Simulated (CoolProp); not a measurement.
Vapour-liquid equilibrium of cyclohexane (1) + ethylbenzene (2) at 0.0243 MPa; x and y are mole fractions of (1).

Model: multi-fluid Helmholtz-energy mixture model, Zhou 2014 and Zhou 2012; pair parameters Bell 2016, in CoolProp.

```tsv
x	bubble temperature, mixture model (°C)	bubble temperature, Raoult's law (°C)	y, mixture model	y, Raoult's law
0.05	82.9	84.2	(withheld)	0.231
0.2	(withheld)	70.9	0.658	0.614
0.35	(withheld)	61.5	(withheld)	0.788
0.5	51.9	54.5	0.886	0.881
0.65	47.4	49.0	(withheld)	0.935
0.8	43.8	44.5	0.963	0.970
0.95	(withheld)	40.8	(withheld)	0.994
```

### Question
Some entries are withheld; supply them.

### Answer

- 0.05, y, mixture model: 0.266
- 0.2, bubble temperature, mixture model (°C): 67.6
- 0.35, bubble temperature, mixture model (°C): 58.1
- 0.35, y, mixture model: 0.811
- 0.65, y, mixture model: 0.930
- 0.95, bubble temperature, mixture model (°C): 40.7
- 0.95, y, mixture model: 0.991

The largest gap from Raoult's law is -3.4 K in bubble temperature, at x = 0.35. No azeotrope shows between x = 0.05 and 0.95.

Pair parameters are fitted to limited data, so mixtures are less certain than the pure fluids.
